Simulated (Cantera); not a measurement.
A closed system holds: 1 mol LiOH, 2 mol H2, 0.55 mol O2, held at 2048.15 K and 1.00 bar.

Equilibrium computed with Cantera from the NASA thermochemical tables; the gas is ideal and each condensed phase is pure. Candidate condensed phases: H2O, Li, LiH, LiOH, Li2O; 17 gas species. The numbers say what is thermodynamically allowed, not how fast it happens.

Base state: H2O 0.377, LiOH 0.316, H2 0.292, Li 0.0108, Li2O 0.00165, H 0.00121, Li2(OH)2 0.000647, LiH 0.000236 (mole fractions); condensed: gas only.

What changes in the equilibrium state with this change: H2 from 2 to 0.044 mol?


```tsv
species	before	after
LiOH	0.316	0.431
O2	2.82e-7	0.380
H2O	0.377	0.174
H2	0.292	0.000116
Li	0.0108	0.000637
Li2O2	1.61e-7	0.000756
O	5.10e-7	0.000592
Li2O(l), mol	0	0.189
```

What changes in the equilibrium state with this change: temperature from 2048.15 K to 1523 K?


```csv
species,before,after
H2O,0.377,0.615
H2,0.292,0.355
LiOH,0.316,0.0298
Li,0.0108,3.92e-5
LiO,1.03e-5,1.48e-9
Li2O,0.00165,3.34e-6
OH,0.000170,7.35e-7
LiH,0.000236,1.41e-6
H,0.00121,1.38e-5
"Li2O(s), mol",0,0.460
```

What changes in the equilibrium state with this change: pressure from 1.00 bar to 1.50 mbar?


| species | before | after |
|---|---|---|
| H2O | 0.377 | 0.450 |
| H2 | 0.292 | 0.209 |
| LiOH | 0.316 | 0.188 |
| Li | 0.0108 | 0.118 |
| H | 0.00121 | 0.0265 |
| Li2(OH)2 | 0.000647 | 3.45e-7 |
| O2 | 2.82e-7 | 0.000520 |
| O | 5.10e-7 | 0.000565 |
